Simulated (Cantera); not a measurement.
Feed: 1 mol SiH2Cl2, 1 mol O2, 37 mol H2, equilibrated at 1273 K and 39.0 Pa.

Cantera equilibrium calculation (NASA polynomials, part measured and part estimated; ideal gas, pure solids and liquids). Candidate condensed phases: H2O, Si, SiO2; 30 gas species. The tables hold silica as quartz up to 1696 K and as liquid above; real silica turns to tridymite and cristobalite and melts near 1996 K. The numbers say what is thermodynamically allowed, not how fast it happens.

Base state: H2 0.949, HCl 0.0513, H2O 4.20e-5, SiO 4.18e-5, H 3.52e-5 (mole fractions); condensed: SiO2(β-quartz).

Question: What changes in the equilibrium state with this change: temperature from 1273 K to 1598.15 K?

Answer: 
```csv
species,before,after
H2,0.949,0.931
HCl,0.0513,0.0507
SiO,4.18e-5,0.00765
H2O,4.20e-5,0.00765
H,3.52e-5,0.00261
Cl,1.62e-6,0.000112
"SiO2(β-quartz), mol",0.998,0.699
```
